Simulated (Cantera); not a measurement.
Charge: 1 mol FeS, 1.9 mol H2S, 1 mol N2, at 1150 °C and 0.0133 bar.

Cantera equilibrium calculation (NASA polynomials, part measured and part estimated; ideal gas, pure solids and liquids). Candidate condensed phases: Fe, FeS, FeS2, S; 16 gas species. FeS: taken at fixed stoichiometry. Kinetics and transport are ignored.

Base state: H2 0.406, N2 0.274, S2 0.202, H2S 0.113, SH 0.00337, S 6.19e-5, H 3.67e-5 (mole fractions); condensed: FeS(s).

Problem. What changes in the equilibrium state with this change: pressure from 0.0133 bar to 3.10 bar?

Solution. 
| species | before | after |
|---|---|---|
| H2S | 0.113 | 0.438 |
| N2 | 0.274 | 0.317 |
| H2 | 0.406 | 0.163 |
| S2 | 0.202 | 0.0810 |
| H | 3.67e-5 | 1.52e-6 |
| S | 6.19e-5 | 2.57e-6 |
| SH | 0.00337 | 0.00135 |
| FeS(s), mol | 1.00 | 1.00 |
